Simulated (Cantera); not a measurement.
Source: NASA polynomial tables (part measured, part estimated), evaluated in Cantera. Values are per mole of reaction as written; species without (g) are pure solids or liquids, kept so even where they would boil at 1 bar.

2 BCl₃(g) + 2 NH₃(g) → 2 BN + 6 Cl(g) + 3 H₂(g), with ΔH° = 1123.9 kJ and ΔS° = 447.2 J/K at 300 K.

Task: How far is the shortcut ΔG° ≈ ΔH°(300 K) − T·ΔS°(300 K) from the full temperature-dependent value at 400, 500, 600, 700, 800 K?

Result: 
```
T (K)  shortcut (kJ)  full (kJ)  difference (kJ)  difference in log10 K
-----  -------------  ---------  ---------------  ---------------------
400            945.0      944.0              0.9                  -0.12
500            900.2      896.9              3.4                  -0.35
600            855.5      848.5              7.0                  -0.61
700            810.8      799.3             11.5                  -0.86
800            766.1      749.3             16.8                  -1.10
```
The shortcut ignores the heat-capacity change of the reaction.
